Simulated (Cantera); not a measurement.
Source: NASA polynomial tables (part measured, part estimated), evaluated in Cantera. Values are per mole of reaction as written; species without (g) are pure solids or liquids, kept so even where they would boil at 1 bar.

Problem. Between 300 and 1200 K, where is each reaction favourable under standard conditions?
- 2 Ca + S2(g) = 2 CaS
- 2 H2(g) + S2(g) = 2 H2S(g)
- 2 Ba + S2(g) = 2 BaS

Solution. 
- 2 Ca + S2(g) = 2 CaS: ΔG° is -1015 kJ at 300 K and -839 kJ at 1200 K; it stays negative (K > 1). ΔH° is -1088 kJ and ΔS° -208 J/K at 1200 K.
- 2 H2(g) + S2(g) = 2 H2S(g): ΔG° is -146 kJ at 300 K and -62 kJ at 1200 K; it stays negative (K > 1). ΔH° is -181 kJ and ΔS° -99 J/K at 1200 K.
- 2 Ba + S2(g) = 2 BaS: ΔG° is -997 kJ at 300 K and -822 kJ at 1200 K; it stays negative (K > 1). ΔH° is -1068 kJ and ΔS° -205 J/K at 1200 K.
